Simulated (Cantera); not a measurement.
A closed system holds: 1 mol CH2F2, 1.6 mol F2, equilibrated at 3075 K and 1330 Pa.

Method: chemical equilibrium by Gibbs-energy minimisation in Cantera with the NASA 1993 tables (ideal gas, pure condensed phases). Candidate condensed phases: C, C6H6, C7H8, C8H18; 95 gas species. Kinetics and transport are ignored.

Base state: F 0.518, HF 0.353, CF 0.0593, C3 0.0314, H 0.0141, CF2 0.0128, C 0.00649, C2 0.00381 (mole fractions); condensed: gas only.

**Question.** What changes in the equilibrium state with this change: F2 from 1.6 to 0.02 mol?

**Answer.** 
```csv
species,before,after
HF,0.353,0.674
F,0.518,0.123
H,0.0141,0.114
CF2,0.0128,0.000847
CF,0.0593,0.0165
C3,0.0314,0.0510
C4H2,8.82e-8,1.09e-5
C2H2 (acetylene),3.80e-6,0.000340
H2,6.82e-5,0.00442
"C(graphite), mol",0,0.501
```
